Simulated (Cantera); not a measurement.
An adiabatic, constant-volume homogeneous reactor starts with C3H8 : O2 : N2 = 1 : 12.5 : 47 (molar parts), equivalence ratio 0.40, at 1225 K and 4.93 atm. Integrator tolerance rtol = 1e-08.

Cantera simulation using GRI-Mech 3.0 (53 species, 325 reactions); the numbers are that mechanism's predictions, not measurements. GRI-Mech 3.0 was tuned for natural gas; its chemistry of propane as a main component is partial and can be far from experiment.

Problem. What does this change do: constant pressure in place of constant volume?

Solution. 
```
quantity                                                            before                                    after
---------------------------------  ---------------------------------------  ---------------------------------------
time of steepest temperature rise                                  1.39 ms                                  1.45 ms
temperature at 4.00 s                                               2303 K                                   2089 K
equilibrium temperature                                             2303 K                                   2089 K
x(C3H8) at 4.00 s                    <1e-12 (gas-phase equilibrium <1e-12)    <1e-12 (gas-phase equilibrium <1e-12)
x(O2) at 4.00 s                        0.115 (gas-phase equilibrium 0.115)      0.118 (gas-phase equilibrium 0.118)
x(C2H4) at 4.00 s                    <1e-12 (gas-phase equilibrium <1e-12)    <1e-12 (gas-phase equilibrium <1e-12)
x(N2O) at 4.00 s                   1.94e-6 (gas-phase equilibrium 1.94e-6)  8.79e-7 (gas-phase equilibrium 8.79e-7)
x(H2O) at 4.00 s                     0.0634 (gas-phase equilibrium 0.0634)    0.0642 (gas-phase equilibrium 0.0642)
x(CH3) at 4.00 s                     <1e-12 (gas-phase equilibrium <1e-12)    <1e-12 (gas-phase equilibrium <1e-12)
```

Problem. What does this change do: initial temperature 1225 to 1000 K?

Solution. 
```
quantity                                                            before                                    after
---------------------------------  ---------------------------------------  ---------------------------------------
time of steepest temperature rise                                  1.39 ms                                  0.113 s
temperature at 4.00 s                                               2303 K                                   2127 K
equilibrium temperature                                             2303 K                                   2127 K
x(C3H8) at 4.00 s                    <1e-12 (gas-phase equilibrium <1e-12)    <1e-12 (gas-phase equilibrium <1e-12)
x(O2) at 4.00 s                        0.115 (gas-phase equilibrium 0.115)      0.118 (gas-phase equilibrium 0.118)
x(C2H4) at 4.00 s                    <1e-12 (gas-phase equilibrium <1e-12)    <1e-12 (gas-phase equilibrium <1e-12)
x(N2O) at 4.00 s                   1.94e-6 (gas-phase equilibrium 1.94e-6)  1.41e-6 (gas-phase equilibrium 1.41e-6)
x(H2O) at 4.00 s                     0.0634 (gas-phase equilibrium 0.0634)    0.0643 (gas-phase equilibrium 0.0643)
x(CH3) at 4.00 s                     <1e-12 (gas-phase equilibrium <1e-12)    <1e-12 (gas-phase equilibrium <1e-12)
```
